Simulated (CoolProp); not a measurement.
Vapour-liquid equilibrium of cyclohexane (1) + ethylbenzene (2) at 0.0739 MPa; x and y are mole fractions of (1).

Computed with CoolProp (multi-fluid Helmholtz-energy mixture model, Zhou 2014 and Zhou 2012; pair parameters Bell 2016).

### Question
Give the bubble temperature and the first vapour's composition at x = 0.35, 0.5, 0.575. Is there an azeotrope?

### Answer
x = 0.35: 92.6 °C, y = 0.755; x = 0.5: 85.3 °C, y = 0.849; x = 0.575: 82.5 °C, y = 0.881. No azeotrope shows between x = 0.05 and 0.95.

Pair parameters are fitted to limited data, so mixtures are less certain than the pure fluids.
